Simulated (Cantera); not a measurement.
Cantera run:

```python
import numpy as np
import cantera as ct

gas_names = [...]  # 123 gases of nasa_gas.yaml made of C, H, O, Si
cond_names = """
    C(gr) C6H6(L) C7H8(L) C8H18(L),n-octa H2O(s) H2O(L) Si(cr) Si(L) SiC(b) SiO2(Lqz) SiO2(hqz) SiO2(L)
""".split()


# ... load() reads the species with a 1 bar reference pressure and builds the phases ...
atoms = {
    'Si': {'Si': 1},
    'CO2': {'C': 1, 'O': 2},
    'H2': {'H': 2},
}
top_T = {'C(gr)': 4500, 'SiC(b)': 3050}  # K; cautious upper limits of use, not melting points


# ... equilibrate(T, P, feed) seeds the gas with the atoms and calls Mixture.equilibrate('TP', solver="vcs", rtol=1e-11, max_steps=5000) ...
results = []
feed = {'Si': 1, 'CO2': 0.045, 'H2': 75}  # mol
T = 1400  # K
P = 37000  # Pa
mix = equilibrate(T, P, feed)
results.append((T, P, feed, dict(zip(mix.species_names, mix.species_moles))))
print(gas.report(threshold=1e-06))
for i in range(1, mix.n_phases):
    print(f"{mix.phase(i).name:16s} {mix.phase_moles(i):12.5e} mol")
```

Output:

```
       temperature   1400 K
          pressure   37000 Pa
           density   0.0064354 kg/m^3
  mean mol. weight   2.0246 kg/kmol
   phase of matter   gas

                          1 kg             1 kmol
                     ---------------   ---------------
          enthalpy        1.6349e+07          3.31e+07  J
   internal energy          1.06e+07         2.146e+07  J
           entropy             91367        1.8498e+05  J/K
    Gibbs function       -1.1156e+08       -2.2587e+08  J
 heat capacity c_p             15782             31952  J/K
 heat capacity c_v             11675             23638  J/K

                      mass frac. Y      mole frac. X     chem. pot. / RT
                     ---------------   ---------------   ---------------
               CH4        6.0714e-05        7.6619e-06           -46.201
                CO        5.0435e-05        3.6455e-06           -49.564
                 H        3.9809e-06        7.9956e-06           -9.6993
                H2           0.99555           0.99978           -19.399
               H2O        9.3187e-06        1.0473e-06           -61.558
               SiO         0.0043159        0.00019821           -46.577
     [ +117 minor]        1.1057e-05        7.2231e-07

C(gr)             0.00000e+00 mol
Si(cr)            9.03536e-01 mol
SiC(b)            4.41517e-02 mol
SiO2(hqz)         3.73897e-02 mol
```

Cantera equilibrium calculation (NASA polynomials, part measured and part estimated; ideal gas, pure solids and liquids). Mutual solubility and eutectic melting of coexisting phases are not modelled. The tables hold silica as quartz up to 1696 K and as liquid above; real silica turns to tridymite and cristobalite and melts near 1996 K.
